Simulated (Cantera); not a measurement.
Input: 1 mol Si(CH₃)₄, 0.24 mol HCl, 4.7 mol H₂, at 1773.15 K and 0.610 bar.

These are equilibrium values from Cantera (NASA tables, ideal gas, pure condensed phases), not measurements of a reactor. Equilibrium is a limit: real reactors are often held back by kinetics, nucleation or transport.

```
species             before     after
----------------  --------  --------
H₂                   0.977     0.962
HCl                 0.0219    0.0213
H                 0.000361    0.0120
C₂H₂ (acetylene)  0.000137   0.00412
Si                 7.44e-8  0.000215
SiC₂                 <1e-9   2.94e-5
Si₂C                 <1e-9   1.73e-5
SiH                7.09e-8   6.06e-5
SiCl               1.31e-7   3.10e-5
SiH₂               5.13e-7   6.36e-5
Cl                 6.20e-6  0.000192
C(graphite), mol      2.99      2.91
SiC(s), mol          1.000     0.994
```
Gas species are given as mole fractions.

Which change was made?
A) pressure from 0.610 bar to 13.3 mbar
B) temperature from 1773.15 K to 2298.15 K
C) temperature from 1773.15 K to 1198 K
D) Si(CH₃)₄ replaced by CH₃SiCl₃

B, temperature from 1773.15 K to 2298.15 K. The tables' values for SiCl are old estimates; treat these amounts as uncertain. Gases not in the tables: Si₂H₆ and higher silanes
